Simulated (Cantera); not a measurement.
Charge: 1 mol BF3, 0.18 mol O2, held at 1225 K and 52.0 mbar.

Cantera equilibrium calculation (NASA polynomials, part measured and part estimated; ideal gas, pure solids and liquids). Candidate condensed phases: B, B2O3; 21 gas species. Rates play no part.

Base state: BF3 0.847, O2 0.153 (mole fractions); condensed: gas only.

Task: What changes in the equilibrium state with this change: temperature from 1225 K to 2025 K?

Result: 
```
species   before     after
-------  -------  --------
BF3        0.847     0.833
O2         0.153     0.147
F        1.56e-6    0.0119
BOF      5.10e-7   0.00584
O        7.21e-8   0.00136
BF2        <1e-9   1.58e-5
BOF2     5.36e-7  0.000207
```
The tables' values for BF2 are old estimates; treat these amounts as uncertain.
